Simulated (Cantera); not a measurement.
Charge: 1 mol SiF4, 2.8 mol N2, 0.19 mol Cl2, held at 24.0 Torr.

Equilibrium computed with Cantera from the NASA thermochemical tables; the gas is ideal and each condensed phase is pure. Candidate condensed phases: Si, Si3N4; 24 gas species. The tables' values for SiF3 are old estimates; treat these amounts as uncertain. Equilibrium is a limit: real reactors are often held back by kinetics, nucleation or transport.

log p: log10 of the partial pressure in bar; nothing condenses.

```json
[
 {"T (°C)": "625", "log p N2": "-1.65", "log p SiF4": "-2.10", "log p Cl": "-5.56", "log p Cl2": "-2.82", "log p SiF3": "<-13", "log p F": "<-13"},
 {"T (°C)": "725", "log p N2": "-1.65", "log p SiF4": "-2.10", "log p Cl": "(withheld)", "log p Cl2": "-2.82", "log p SiF3": "-13.00", "log p F": "(withheld)"},
 {"T (°C)": "825", "log p N2": "-1.65", "log p SiF4": "-2.10", "log p Cl": "(withheld)", "log p Cl2": "-2.83", "log p SiF3": "-11.44", "log p F": "(withheld)"},
 {"T (°C)": "925", "log p N2": "-1.65", "log p SiF4": "-2.10", "log p Cl": "-3.76", "log p Cl2": "-2.84", "log p SiF3": "-10.14", "log p F": "-10.11"},
 {"T (°C)": "1025", "log p N2": "-1.65", "log p SiF4": "-2.10", "log p Cl": "-3.36", "log p Cl2": "-2.89", "log p SiF3": "-9.04", "log p F": "-9.16"},
 {"T (°C)": "1125", "log p N2": "-1.65", "log p SiF4": "-2.10", "log p Cl": "-3.04", "log p Cl2": "-2.98", "log p SiF3": "-8.11", "log p F": "-8.35"},
 {"T (°C)": "1225", "log p N2": "-1.66", "log p SiF4": "-2.11", "log p Cl": "-2.81", "log p Cl2": "-3.15", "log p SiF3": "-7.35", "log p F": "-7.59"},
 {"T (°C)": "1325", "log p N2": "-1.66", "log p SiF4": "-2.11", "log p Cl": "-2.67", "log p Cl2": "-3.40", "log p SiF3": "-6.74", "log p F": "-6.88"},
 {"T (°C)": "1425", "log p N2": "-1.67", "log p SiF4": "-2.11", "log p Cl": "-2.59", "log p Cl2": "-3.74", "log p SiF3": "-6.20", "log p F": "-6.25"},
 {"T (°C)": "1525", "log p N2": "-1.67", "log p SiF4": "-2.12", "log p Cl": "-2.56", "log p Cl2": "-4.11", "log p SiF3": "-5.69", "log p F": "-5.72"}
]
```

### Question
What belongs in the gaps?

### Answer

- 825, log p Cl: -4.24
- 825, log p F: -11.23
- 725, log p Cl: -4.83
- 725, log p F: -12.59
